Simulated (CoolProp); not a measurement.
Values from CoolProp's reference Helmholtz-energy equation of state, Thol 2018.

Task: Give the vapour pressure (kPa), liquid density (kg/m³), enthalpy of vaporisation (kJ/kg), liquid cp (kJ/(kg K)) of saturated hydrogen chloride at 232.6, 239.2, 252.4 K.

Result: 
| T (K) | p (kPa) | liquid density (kg/m³) | enthalpy of vaporisation (kJ/kg) | liquid cp (kJ/(kg K)) |
|---|---|---|---|---|
| 232.6 | 751 | 1070 | 388 | 1.74 |
| 239.2 | 945 | 1050 | 377 | 1.77 |
| 252.4 | 1440 | 1000 | 355 | 1.84 |
